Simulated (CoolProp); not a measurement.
Properties of R1132(E) at several states.

Values from CoolProp's reference Helmholtz-energy equation of state, Akasaka 2024.

```tsv
T (°C)	p (bar)	phase	density (kg/m³)	cv (kJ/(kg K))	speed of sound (m/s)	expansivity (1/kK)
101.85	17.9	gas	40.82	0.9712	218.8	3.807
46.55	0.109	gas	0.2628	0.8482	218.6	3.138
-3.05	65	liquid	1032	1.067	706.8	2.673
-17.85	1.69	gas	5.275	0.7523	192.9	4.399
124.05	0.507	gas	0.9852	0.9754	241.4	2.537
```
